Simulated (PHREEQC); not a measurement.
A solution holds 1.1 mmol/kgw NH4HF2, 0.73 mmol/kgw H2SiF6 and 0.17 mmol/kgw HBF4, at 57 °C. Closed to the air; pH follows from the charge balance.

Computed with PHREEQC (ion-association model, wateq4f.dat).

This is a speciation only: nothing precipitates in the calculation.

Task: Order these F species by the share of F that they hold, largest first: SiF6-2, HF, BF4-, HF2-, F-.

Result: HF (50 %), SiF6-2 (26 %), F- (20 %), BF4- (2.6 %), HF2- (0.63 %)

The pH is 3.01 and the ionic strength 0.00245 mol/kgw. Saturation is exceeded, for instance for Quartz (slow to form); the values hold only as long as no solid forms. Constants without temperature data keep their 25 °C values here. SiF6-2 is the database's only silicon fluoride. Real BF4- forms and hydrolyses slowly; the run takes it at equilibrium.
